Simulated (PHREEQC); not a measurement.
Solution (25 °C): 0.019 mol Cu(BF4)2, 0.0028 mol HBF4 and 0.0056 mol H3BO3 per kg of water. Closed to the air; pH follows from the charge balance.

All values are PHREEQC results (ion-association model, phreeqc.dat), not measurements.

Precipitation was switched off in this run.

### Question
Order these F species by the share of F that they hold, largest first: F-, HF, BF4-, BF3OH-, BF2(OH)2-.

### Answer
BF4- (90 %), BF3OH- (5.4 %), HF (2.8 %), BF2(OH)2- (1.1 %), F- (0.71 %)

### Question
Order these B species by the share of B that they hold, largest first: BF2(OH)2-, H3BO3, BF3OH-, BF4-.

### Answer
BF4- (79 %), H3BO3 (13 %), BF3OH- (6.4 %), BF2(OH)2- (1.9 %)

The pH is 2.48 and the ionic strength 0.0605 mol/kgw. Real BF4- forms and hydrolyses slowly; the run takes it at equilibrium.
